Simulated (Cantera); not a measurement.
**N2O furnace oxynitridation**

An isothermal, constant-pressure homogeneous reactor starts with 90.1 % N2O, 9.91 % H2O, at 1175 K and 4.28 Torr.

Computed with Cantera and GRI-Mech 3.0 (53 species, 325 reactions). GRI-Mech 3.0 was tuned for natural gas; its chemistry of N2O as a main component is partial and can be far from experiment. Radical loss at walls, strong at low pressure, is not modelled. The mechanism lacks the step 2 NO + O2 → 2 NO2, which can matter for NO2 below about 1400 K. The temperature is held fixed by assumption; the heat of reaction is taken as removed at once.

| t (s) | x N2O | x H2O | x OH | x H2 | x O2 |
|---|---|---|---|---|---|
| 2.00e-5 | 0.901 | 0.0991 | 4.64e-11 | <1e-12 | 2.09e-10 |
| 6.51e-5 | 0.901 | 0.0991 | 4.86e-10 | <1e-12 | 2.19e-9 |
| 0.000212 | 0.901 | 0.0991 | 4.92e-9 | <1e-12 | 2.22e-8 |
| 0.000690 | 0.901 | 0.0991 | 4.56e-8 | <1e-12 | 2.06e-7 |
| 0.00225 | 0.901 | 0.0991 | 3.32e-7 | 3.09e-12 | 1.52e-6 |
| 0.00731 | 0.901 | 0.0991 | 1.57e-6 | 1.13e-10 | 7.41e-6 |
| 0.0238 | 0.901 | 0.0991 | 5.17e-6 | 1.96e-9 | 2.73e-5 |
| 0.0775 | 0.901 | 0.0991 | 1.14e-5 | 2.03e-8 | 9.41e-5 |
| 0.252 | 0.900 | 0.0991 | 1.41e-5 | 1.01e-7 | 0.000326 |
| 0.821 | 0.897 | 0.0990 | 1.65e-5 | 2.22e-7 | 0.00109 |
| 2.67 | 0.889 | 0.0987 | 1.88e-5 | 1.84e-7 | 0.00354 |
| 8.70 | 0.865 | 0.0979 | 2.18e-5 | 1.02e-7 | 0.0114 |
| 28.3 | 0.791 | 0.0953 | 2.49e-5 | 6.95e-8 | 0.0349 |
| 92.2 | 0.602 | 0.0889 | 2.63e-5 | 6.37e-8 | 0.0952 |
| 300 | 0.279 | 0.0779 | 2.53e-5 | 8.26e-8 | 0.199 |
x: mole fraction; the columns are a selection and need not sum to one.

Equilibrium at this temperature and pressure: N2O 8.33e-10, H2O 0.0683, OH 7.04e-6, H2 1.22e-8, O2 0.310 (gas phase only).
